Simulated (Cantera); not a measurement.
Input (Python, Cantera):

```python
import numpy as np
import cantera as ct

gas = ct.Solution("gri30.yaml")


def delay(T, t_max=10):
    gas.TPX = T, 2400000, {'CH3OH': 1, 'O2': 1.76, 'N2': 6.64}
    reactor = ct.IdealGasReactor(gas, clone=False)
    net = ct.ReactorNet([reactor])
    net.rtol, net.atol = 1e-8, 1e-16
    while net.time < t_max:
        t_old, T_old = net.time, reactor.T
        net.step()
        if reactor.T > T + 400:  # ignition: a rise of 400 K
            return t_old + (T + 400 - T_old) / (reactor.T - T_old) * (net.time - t_old)
    return np.nan


taus = []
for T in [1150, 1250, 1350, 1450, 1550, 1650, 1750, 1850, 1950, 2050]:
    taus.append(delay(T))
    print(f"T0 = {T:6g} K   tau = {taus[-1]:.4e} s")
```

Result:

```
T0 =   1150 K   tau = 2.0120e-03 s
T0 =   1250 K   tau = 3.6651e-04 s
T0 =   1350 K   tau = 8.7530e-05 s
T0 =   1450 K   tau = 2.6316e-05 s
T0 =   1550 K   tau = 9.6123e-06 s
T0 =   1650 K   tau = 4.1015e-06 s
T0 =   1750 K   tau = 1.9670e-06 s
T0 =   1850 K   tau = 1.0308e-06 s
T0 =   1950 K   tau = 5.8136e-07 s
T0 =   2050 K   tau = 3.5038e-07 s
```

Computed with Cantera and GRI-Mech 3.0 (53 species, 325 reactions). GRI-Mech 3.0 was tuned for natural gas; its chemistry of methanol as a main component is partial and can be far from experiment. The pressure lies above the range GRI-Mech 3.0 was tuned for (to about 10 atm).
